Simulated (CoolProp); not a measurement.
A single-stage vapour-compression cycle with R507A: evaporating at 226.15 K (dew point), condensing at 252.15 K (bubble point), superheat 5 K, subcooling 2 K, compressor efficiency 0.8, no pressure losses. Each further row changes one setting.

Model: reference Helmholtz-energy equation of state, Lemmon 2003, in CoolProp. It is a pseudo-pure fit of the blend.

| case | cooling COP | pressure ratio | discharge temperature (K) | refrigerating effect (kJ/kg) | volumetric capacity (kJ/m³) |
|---|---|---|---|---|---|
| as stated | 6.30 | 3.03 | 270.1 | 170 | 917 |
| evaporating temperature 231.15 K | 8.13 | 2.39 | 267.1 | 174 | 1170 |
| condensing temperature 247.15 K | 7.97 | 2.50 | 263.1 | 177 | 952 |
| subcooling 7 K | 6.54 | 3.03 | 270.1 | 177 | 952 |
| superheat 15 K | 6.27 | 3.03 | 280.5 | 178 | 913 |
| compressor efficiency 0.7 | 5.51 | 3.03 | 274.5 | 170 | 917 |
